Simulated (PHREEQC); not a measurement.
Dissolve 0.057 mol/kgw HCl and 0.00018 mol/kgw Li2SO4 at 20 °C. It is in equilibrium with CO2 at log p = -3.5 (atm). Otherwise closed; pH follows from the charge balance.

Computed with PHREEQC (Pitzer model, pitzer.dat).

Each row changes one thing in this solution. No solid was allowed to form.

```tsv
case	pH	HCO3- (mol/kgw)
as made	1.32	1.42e-10
HCl replaced by CaCl2 at the same molality	5.65	2.86e-6
Li2SO4 left out	1.32	1.41e-10
temperature from 20 to 85 °C	1.34	4.91e-11
Li2SO4 from 0.00018 to 9e-05 mol/kgw	1.32	1.41e-10
HCl from 0.057 to 0.0627 mol/kgw	1.28	1.31e-10
```

Species that the database lacks are ignored. Away from 25 °C the constants follow the database's enthalpies or fits; those with neither stay at their 25 °C values.
